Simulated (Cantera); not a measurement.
Feed: 1 mol HI, 0.064 mol H2O, 0.33 mol H2, at 10.0 Torr.

Method: chemical equilibrium by Gibbs-energy minimisation in Cantera with the NASA 1993 tables (ideal gas, pure condensed phases). Candidate condensed phases: H2O, I2; 12 gas species. The numbers say what is thermodynamically allowed, not how fast it happens. All values below are at 2573 K.

Base state: I 0.478, H2 0.318, H 0.168, H2O 0.0266, HI 0.00590, OH 0.00316, O 0.00108, O2 3.71e-5 (mole fractions); condensed: gas only.

Problem. What changes in the equilibrium state with this change: pressure from 10.0 Torr to 150 Torr?

Solution. 
```tsv
species	before	after
I	0.478	0.495
H2	0.318	0.396
H	0.168	0.0484
HI	0.00590	0.0265
H2O	0.0266	0.0324
I2	1.08e-5	0.000173
O2	3.71e-5	2.36e-6
O	0.00108	7.06e-5
OH	0.00316	0.000890
```

Problem. What changes in the equilibrium state with this change: pressure from 10.0 Torr to 1.13 Torr?

Solution. 
```tsv
species	before	after
I	0.478	0.423
H	0.168	0.373
H2	0.318	0.177
H2O	0.0266	0.0125
I2	1.08e-5	9.46e-7
O	0.00108	0.00817
O2	3.71e-5	0.000237
HI	0.00590	0.00131
OH	0.00316	0.00595
```
